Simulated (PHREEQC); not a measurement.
A solution holds 0.0025 mol MgCl2, 6.6e-06 mol CO2 and 2.9e-06 mol H4SiO4 per kg of water, at 45 °C. Closed to the air; pH follows from the charge balance.

The numbers come from PHREEQC with the ion-association model, phreeqc.dat.

```
quantity               before     after
-------------------  --------  --------
pH                       5.79      6.19
CO2 (mol/kgw)         4.88e-6   7.21e-7
HCO3- (mol/kgw)       1.68e-6   5.96e-7
MgHCO3+ (mol/kgw)     3.91e-8   3.32e-9
MgOH+ (mol/kgw)       2.30e-8   1.33e-8
H3SiO4- (mol/kgw)    5.33e-10  2.54e-10
SI of Quartz (SiO2)     -1.83     -2.53
```

Which change was made?
(A) CO2 from 6.6e-06 to 6.6e-07 mol/kgw
(B) diluted 5-fold with water
(C) H4SiO4 from 2.9e-06 to 2.61e-06 mol/kgw

B, diluted 5-fold with water

Precipitation was switched off in this run. At this temperature some constants are extrapolated from 25 °C, and those without enthalpy data are left unchanged.
